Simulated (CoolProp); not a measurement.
Properties of fluorine along the isotherm 152.9 K (Tc = 144.4 K, pc = 5.240 MPa, ω = 0.045).

Model: reference Helmholtz-energy equation of state, de Reuck 1990, in CoolProp.

```json
[
 {"p (MPa)": "0.0249", "phase": "gas", "Z": "0.9987", "cv (kJ/(kg K))": "0.5516", "speed of sound (m/s)": "216.1", "isothermal compressibility (1/MPa)": "40.21", "expansivity (1/kK)": "6.567", "fugacity coefficient": "0.9987"},
 {"p (MPa)": "0.0471", "phase": "gas", "Z": "0.9976", "cv (kJ/(kg K))": "0.5521", "speed of sound (m/s)": "215.9", "isothermal compressibility (1/MPa)": "21.28", "expansivity (1/kK)": "6.591", "fugacity coefficient": "0.9976"},
 {"p (MPa)": "0.0893", "phase": "gas", "Z": "0.9954", "cv (kJ/(kg K))": "0.5532", "speed of sound (m/s)": "215.7", "isothermal compressibility (1/MPa)": "11.25", "expansivity (1/kK)": "6.638", "fugacity coefficient": "0.9954"},
 {"p (MPa)": "0.169", "phase": "gas", "Z": "0.9912", "cv (kJ/(kg K))": "0.5552", "speed of sound (m/s)": "215.2", "isothermal compressibility (1/MPa)": "5.970", "expansivity (1/kK)": "6.727", "fugacity coefficient": "0.9912"},
 {"p (MPa)": "0.321", "phase": "gas", "Z": "0.9831", "cv (kJ/(kg K))": "0.5591", "speed of sound (m/s)": "214.3", "isothermal compressibility (1/MPa)": "3.170", "expansivity (1/kK)": "6.902", "fugacity coefficient": "0.9834"},
 {"p (MPa)": "0.609", "phase": "gas", "Z": "0.9674", "cv (kJ/(kg K))": "0.5662", "speed of sound (m/s)": "212.6", "isothermal compressibility (1/MPa)": "1.699", "expansivity (1/kK)": "7.257", "fugacity coefficient": "0.9684"},
 {"p (MPa)": "1.15", "phase": "gas", "Z": "0.9367", "cv (kJ/(kg K))": "0.5793", "speed of sound (m/s)": "209.2", "isothermal compressibility (1/MPa)": "0.9318", "expansivity (1/kK)": "8.018", "fugacity coefficient": "0.9404"},
 {"p (MPa)": "2.19", "phase": "gas", "Z": "0.8728", "cv (kJ/(kg K))": "0.6042", "speed of sound (m/s)": "202.3", "isothermal compressibility (1/MPa)": "0.5307", "expansivity (1/kK)": "9.952", "fugacity coefficient": "0.8867"},
 {"p (MPa)": "4.15", "phase": "gas", "Z": "0.7306", "cv (kJ/(kg K))": "0.6584", "speed of sound (m/s)": "189.4", "isothermal compressibility (1/MPa)": "0.3539", "expansivity (1/kK)": "17.29", "fugacity coefficient": "0.7863"},
 {"p (MPa)": "7.86", "phase": "supercritical", "Z": "0.3324", "cv (kJ/(kg K))": "0.7940", "speed of sound (m/s)": "215.0", "isothermal compressibility (1/MPa)": "0.1912", "expansivity (1/kK)": "60.67", "fugacity coefficient": "0.5911"}
]
```
